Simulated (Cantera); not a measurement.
## Thermodynamics of silicon carbide growth, feed SiH2Cl2 + C2H4 + H2

Input: 1 mol SiH2Cl2, 0.42 mol C2H4, 1600 mol H2, at 0.460 bar.

Method: chemical equilibrium by Gibbs-energy minimisation in Cantera with the NASA 1993 tables (ideal gas, pure condensed phases). Candidate condensed phases: C, C6H6, C7H8, C8H18, Si, SiC; 109 gas species. Mutual solubility and eutectic melting of coexisting phases are not modelled. Gases not in the tables: Si2H6 and higher silanes. The numbers say what is thermodynamically allowed, not how fast it happens.

From 1200 K to 1600 K the condensed part is Si(s) + SiC(s). From 1700 K to 1900 K the condensed part is Si(l) + SiC(s). From 2000 K to 2200 K the condensed part is SiC(s). From 2300 K to 2500 K nothing is condensed. The main Si-bearing gas is SiCl2 at 1200 K and Si at 2500 K.

```
T (K)  log p H2  log p H  log p HCl  log p Si  log p C2H2 (acetylene)  log p SiH2  log p SiH  n Si(s)  n SiC(s)  n Si(l)
-----  --------  -------  ---------  --------  ----------------------  ----------  ---------  -------  --------  -------
1200      -0.34    -6.87      -3.25    -11.86                    <-12       -8.26     -10.85    0.169     0.820        0
1300      -0.34    -6.13      -3.24    -10.36                  -11.63       -7.45      -9.61    0.168     0.823        0
1400      -0.34    -5.48      -3.24     -9.08                  -10.57       -6.76      -8.56    0.166     0.825        0
1500      -0.34    -4.92      -3.24     -7.98                   -9.66       -6.16      -7.64    0.162     0.826        0
1600      -0.34    -4.43      -3.24     -7.01                   -8.86       -5.64      -6.84    0.154     0.827        0
1700      -0.34    -4.00      -3.25     -6.17                   -8.13       -5.19      -6.15        0     0.828    0.134
1800      -0.34    -3.62      -3.24     -5.50                   -7.33       -4.86      -5.61        0     0.826   0.0967
1900      -0.34    -3.27      -3.25     -4.90                   -6.62       -4.57      -5.13        0     0.822  0.00291
2000      -0.34    -2.96      -3.24     -4.63                   -5.43       -4.58      -4.97        0     0.779        0
2100      -0.34    -2.68      -3.25     -4.27                   -4.60       -4.48      -4.71        0     0.605        0
2200      -0.34    -2.42      -3.25     -3.85                   -4.04       -4.28      -4.37        0    0.0997        0
2300      -0.34    -2.19      -3.25     -3.74                   -3.96       -4.38      -4.34        0         0        0
2400      -0.35    -1.97      -3.25     -3.69                   -3.95       -4.53      -4.37        0         0        0
2500      -0.35    -1.78      -3.26     -3.66                   -3.95       -4.68      -4.42        0         0        0
```
log p: log10 of the partial pressure in bar; n: condensed amount in mol.
